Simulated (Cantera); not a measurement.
Feed: 1 mol Ta2O5, 2 mol C, 0.045 mol CO, equilibrated at 1923 K and 1 atm.

Equilibrium computed with Cantera from the NASA thermochemical tables; the gas is ideal and each condensed phase is pure. Candidate condensed phases: C, Ta, TaC, Ta2O5; 15 gas species. Mutual solubility and eutectic melting of coexisting phases are not modelled. TaC: taken at fixed stoichiometry. Condensed phases not in the tables: Ta2C. Equilibrium is a limit: real reactors are often held back by kinetics, nucleation or transport.

Base state: CO 0.998, CO2 0.00203 (mole fractions); condensed: TaC(s) + Ta2O5(s).

Task: What changes in the equilibrium state with this change: pressure from 1 atm to 10.0 Pa?

Result: 
```json
[
 {"species": "CO", "before": "0.998", "after": "0.997"},
 {"species": "TaO2", "before": "9.87e-8", "after": "0.00261"},
 {"species": "TaO", "before": "2.80e-9", "after": "0.000503"},
 {"species": "CO2", "before": "0.00203", "after": "0.000299"},
 {"species": "TaC(s), mol", "before": "0.572", "after": "0"},
 {"species": "Ta2O5(s), mol", "before": "0.714", "after": "0.598"},
 {"species": "Ta(s), mol", "before": "0", "after": "0.799"}
]
```
Condensed phases not in the tables: Ta2C, N, O or C dissolved in the metal.

Task: What changes in the equilibrium state with this change: temperature from 1923 K to 950 K?

Result: 
```json
[
 {"species": "CO", "before": "0.998", "after": "0.528"},
 {"species": "CO2", "before": "0.00203", "after": "0.472"},
 {"species": "TaC(s), mol", "before": "0.572", "after": "0"},
 {"species": "Ta2O5(s), mol", "before": "0.714", "after": "1.00"},
 {"species": "C(graphite), mol", "before": "0", "after": "2.01"}
]
```
